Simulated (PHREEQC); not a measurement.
Consider water at 25 °C with 4.1 mmol/kgw NaBF4. Closed to the air; pH follows from the charge balance.

Model: ion-association model, phreeqc.dat, run in PHREEQC.

No solid was allowed to form.

### Question
Order these F species by the share of F that they hold, largest first: BF2(OH)2-, HF, BF3OH-, F-, BF4-.

### Answer
BF4- (62 %), HF (17 %), F- (13 %), BF3OH- (6.2 %), BF2(OH)2- (2.1 %)

### Question
Order these B species by the share of B that they hold, largest first: H3BO3, BF4-, BF2(OH)2-, BF3OH-.

### Answer
BF4- (62 %), H3BO3 (25 %), BF3OH- (8.3 %), BF2(OH)2- (4.1 %)

The pH is 3.02 and the ionic strength 0.00513 mol/kgw. Real BF4- forms and hydrolyses slowly; the run takes it at equilibrium.
